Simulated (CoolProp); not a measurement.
Vapour-liquid equilibrium of R152A (1) + n-butane (2) at 32.5 kPa; x and y are mole fractions of (1).

The numbers come from the multi-fluid Helmholtz-energy mixture model, Outcalt 1996 and Bücker 2006; pair parameters Bell 2016 in CoolProp.

Problem. Give the bubble temperature and the first vapour's composition at x = 0.15, 0.65, 0.75. Is there an azeotrope?

Solution. x = 0.15: 227.1 K, y = 0.668; x = 0.65: 224.1 K, y = 0.742; x = 0.75: 224.0 K, y = 0.757. y crosses x between x = 0.75 and 0.85: the model has an azeotrope there.

The pair parameters rest on a limited set of measurements; away from them the model extrapolates. With so large a gap from Raoult's law the liquid may split in two, which this calculation doesn't test in full.
